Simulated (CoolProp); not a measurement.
Vapour pressure (bar) of water: the reference equation beside estimates from Tc = 373.9 °C, pc = 220.6 bar, ω = 0.344. Clausius-Clapeyron is anchored at 226.05 °C with a constant enthalpy of vaporisation of 32.98 kJ/mol.

Computed with CoolProp (reference Helmholtz-energy equation of state, Wagner 2002).

```json
[
 {"T (°C)": "207.45", "reference": "18.12", "Clausius-Clapeyron": "?", "Redlich-Kwong": "?", "Soave-Redlich-Kwong": "18.37", "Peng-Robinson": "18.22"},
 {"T (°C)": "226.05", "reference": "26.00", "Clausius-Clapeyron": "26.00", "Redlich-Kwong": "?", "Soave-Redlich-Kwong": "26.53", "Peng-Robinson": "26.24"},
 {"T (°C)": "244.75", "reference": "36.35", "Clausius-Clapeyron": "34.64", "Redlich-Kwong": "54.43", "Soave-Redlich-Kwong": "37.25", "Peng-Robinson": "36.78"},
 {"T (°C)": "263.35", "reference": "49.53", "Clausius-Clapeyron": "?", "Redlich-Kwong": "69.58", "Soave-Redlich-Kwong": "50.89", "Peng-Robinson": "50.20"},
 {"T (°C)": "281.95", "reference": "66.07", "Clausius-Clapeyron": "57.88", "Redlich-Kwong": "87.38", "Soave-Redlich-Kwong": "67.96", "Peng-Robinson": "67.05"},
 {"T (°C)": "300.65", "reference": "86.67", "Clausius-Clapeyron": "73.06", "Redlich-Kwong": "108.1", "Soave-Redlich-Kwong": "89.09", "Peng-Robinson": "87.98"},
 {"T (°C)": "319.25", "reference": "111.7", "Clausius-Clapeyron": "90.76", "Redlich-Kwong": "131.8", "Soave-Redlich-Kwong": "?", "Peng-Robinson": "113.4"},
 {"T (°C)": "337.95", "reference": "142.3", "Clausius-Clapeyron": "111.4", "Redlich-Kwong": "158.9", "Soave-Redlich-Kwong": "?", "Peng-Robinson": "144.1"}
]
```

What belongs in the gaps?


- 207.45, Clausius-Clapeyron: 19.12
- 207.45, Redlich-Kwong: 31.20
- 226.05, Redlich-Kwong: 41.66
- 263.35, Clausius-Clapeyron: 45.18
- 319.25, Soave-Redlich-Kwong: 114.6
- 337.95, Soave-Redlich-Kwong: 145.2

Absolute difference from the reference over all 8 rows, mean and median: Clausius-Clapeyron 10.9 and 10.6 %, Redlich-Kwong 38.7 and 36.4 %, Soave-Redlich-Kwong 2.4 and 2.5 %, Peng-Robinson 1.2 and 1.3 %.
